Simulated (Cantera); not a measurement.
An isothermal plug-flow reactor at 600 K and 2.20 bar (inlet), inlet velocity 1.1 m/s, active area per volume 310 1/m; feed H₂ : O₂ : N₂ = 0.004 : 0.019 : 0.79 (molar parts).

Detailed kinetics in Cantera: Deutschmann's 1995 Pt surface mechanism with GRI-Mech 3.0 gas chemistry. Catalytic surfaces can have several steady states; this one follows from the mechanism file's or the stated starting coverage. Mass transfer to the wall is taken as infinitely fast.

Question: What does this change do: H2 0.004 to 0.0024 parts?

Answer: 
```csv
quantity,before,after
x(H₂) at z = 0.011 m,0.000136,0.000140
x(O₂) at z = 0.011 m,0.0210,0.0220
x(H₂O) at z = 0.011 m,0.00480,0.00282
θ(free Pt) at the exit,0.0108,0.0105
θ(O*) at the exit,0.985,0.986
θ(OH*) at the exit,0.00458,0.00349
```

Question: What does this change do: N2 0.79 to 2 parts?

Answer: 
```tsv
quantity	before	after
x(H₂) at z = 0.011 m	0.000136	5.46e-5
x(O₂) at z = 0.011 m	0.0210	0.00844
x(H₂O) at z = 0.011 m	0.00480	0.00192
θ(free Pt) at the exit	0.0108	0.0109
θ(O*) at the exit	0.985	0.986
θ(OH*) at the exit	0.00458	0.00292
```

Question: What does this change do: H2 0.004 to 0.0097 parts?

Answer: 
| quantity | before | after |
|---|---|---|
| x(H₂) at z = 0.011 m | 0.000136 | 0.000115 |
| x(O₂) at z = 0.011 m | 0.0210 | 0.0174 |
| x(H₂O) at z = 0.011 m | 0.00480 | 0.0118 |
| θ(free Pt) at the exit | 0.0108 | 0.0110 |
| θ(O*) at the exit | 0.985 | 0.982 |
| θ(OH*) at the exit | 0.00458 | 0.00722 |
